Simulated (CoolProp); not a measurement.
Vapour-liquid equilibrium of n-heptane (1) + p-xylene (2) at 0.674 MPa; x and y are mole fractions of (1).

Computed with CoolProp (multi-fluid Helmholtz-energy mixture model, Span 2003 and Zhou 2012; pair parameters Bell 2016).

```csv
x,"bubble temperature, mixture model (K)","bubble temperature, Raoult's law (K)","y, mixture model","y, Raoult's law"
0.05,495.7,496.3,0.103,0.106
0.2,485.2,486.8,0.348,0.366
0.35,476.8,478.6,0.527,0.558
0.5,469.8,471.3,0.666,0.704
0.65,463.9,464.9,0.781,0.818
0.8,458.6,459.1,0.881,0.908
0.95,453.8,453.9,0.971,0.979
```

The largest gap from Raoult's law is -1.8 K in bubble temperature, at x = 0.35. No azeotrope shows between x = 0.05 and 0.95.

The pair parameters rest on a limited set of measurements; away from them the model extrapolates.
